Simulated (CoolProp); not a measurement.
Vapour-liquid equilibrium of propane (1) + n-butane (2) at -11.65 °C; x and y are mole fractions of (1).

The numbers come from the multi-fluid Helmholtz-energy mixture model, Lemmon 2009 and Bücker 2006; pair parameters Kunz 2012 in CoolProp.

```
x      bubble pressure, mixture model (MPa)  bubble pressure, Raoult's law (MPa)  y, mixture model  y, Raoult's law
-----  ------------------------------------  -----------------------------------  ----------------  ---------------
0.05                                0.07720                              0.07804             0.196            0.209
0.125                               0.09583                              0.09768             0.398            0.418
0.2                                  0.1147                               0.1173             0.537            0.557
0.275                                     ?                               0.1370             0.637            0.656
0.35                                 0.1531                               0.1566                 ?            0.730
0.425                                     ?                               0.1762             0.773            0.788
0.5                                  0.1922                               0.1959             0.821            0.834
0.575                                0.2119                               0.2155                 ?            0.872
0.65                                 0.2318                               0.2352             0.894            0.903
0.725                                0.2518                               0.2548             0.922            0.930
0.8                                  0.2720                               0.2744             0.947            0.953
0.875                                0.2923                               0.2941             0.969            0.972
0.95                                 0.3129                               0.3137             0.988            0.990
```

Problem. What belongs in the gaps?

Solution. 
- 0.275, bubble pressure, mixture model (MPa): 0.1338
- 0.35, y, mixture model: 0.713
- 0.425, bubble pressure, mixture model (MPa): 0.1726
- 0.575, y, mixture model: 0.861

The largest gap from Raoult's law is -2.3 % in bubble pressure, at x = 0.275. No azeotrope shows between x = 0.05 and 0.95.

Pair parameters are fitted to limited data, so mixtures are less certain than the pure fluids.
